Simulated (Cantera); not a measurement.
Feed: 1 mol SrCl₂, 3 mol O₂, 4.5 mol N₂, at 2025 K.

Equilibrium computed with Cantera from the NASA thermochemical tables; the gas is ideal and each condensed phase is pure. Candidate condensed phases: Sr, SrCl₂, SrO; 16 gas species. Condensed phases not in the tables: oxide chlorides. The numbers say what is thermodynamically allowed, not how fast it happens.

### Question
What share of the Sr ends up in condensed phases as a function of P (Pa), at 0.100, 0.560, 3.20, 18, 100, 560, 3200, 18000, 100000?

### Answer
```csv
P (Pa),Sr condensed (%),as
0.100,0.0,-
0.560,0.0,-
3.20,3.9,SrO(s)
18,10.9,SrO(s)
100,8.6,SrO(s)
560,6.0,SrO(s)
3200,4.0,SrO(s)
18000,2.6,SrO(s)
100000,1.8,SrO(s)
```
